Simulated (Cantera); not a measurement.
A perfectly stirred reactor is fed with CO : H2 : O2 : N2 : CO2 = 1 : 0.053 : 1.28 : 4.83 : 1.2 (molar parts), at 101000 Pa; it is adiabatic with a 700 K inlet, and is followed from long to short residence time, starting on the burning branch (τ in s: 0.3, 0.15, 0.073, 0.036, 0.018, 0.0088, 0.0043, 0.0021, 0.0011, 0.00052, 0.00026, 0.00013, 6.3e-05).

Computed with Cantera and GRI-Mech 3.0 (53 species, 325 reactions).

x: mole fraction; the columns are a selection and need not sum to one.

```csv
τ (s),T (K),x CO,x H2,x O2,x NO,x OH,x NO2
0.30,1635,0.00164,1.03e-5,0.0966,4.59e-5,___,2.00e-7
0.15,1628,0.00253,1.57e-5,0.0969,3.85e-5,___,1.58e-7
0.073,1617,0.00394,2.43e-5,0.0974,3.00e-5,___,1.13e-7
0.036,1600,0.00602,3.67e-5,0.0982,2.22e-5,___,7.51e-8
0.018,1576,0.00902,5.42e-5,0.0993,1.59e-5,___,4.85e-8
0.0088,1540,0.0135,7.99e-5,0.101,1.12e-5,0.000670,3.08e-8
0.0043,1488,0.0203,0.000117,0.104,7.75e-6,0.000690,1.98e-8
0.0021,1401,0.0320,0.000180,0.109,4.52e-6,___,1.17e-8
0.0011,700,0.120,0.00634,0.153,<1e-12,<1e-12,<1e-12
0.00052,700,0.120,0.00634,0.153,<1e-12,<1e-12,<1e-12
0.00026,700,0.120,0.00634,0.153,<1e-12,<1e-12,<1e-12
0.00013,700,0.120,0.00634,0.153,<1e-12,<1e-12,<1e-12
6.3e-5,700,0.120,0.00634,0.153,<1e-12,<1e-12,<1e-12
```

Q: Fill in the missing entries.

A: 
- 0.30, x OH: 0.000304
- 0.15, x OH: 0.000370
- 0.073, x OH: 0.000447
- 0.036, x OH: 0.000528
- 0.018, x OH: 0.000606
- 0.0021, x OH: 0.000608
